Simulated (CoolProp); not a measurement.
Model: reference Helmholtz-energy equation of state, Gao 2022, in CoolProp.

For n-perfluorohexane, give the phase and the cv (kJ/(kg K)), expansivity (1/kK) at -38.25 °C and 0.238 MPa; -38.25 °C and 1.01 MPa; -38.25 °C and 2.06 MPa.


- -38.25 °C and 0.238 MPa: liquid; cv 0.755, expansivity 1.49
- -38.25 °C and 1.01 MPa: liquid; cv 0.755, expansivity 1.48
- -38.25 °C and 2.06 MPa: liquid; cv 0.755, expansivity 1.47
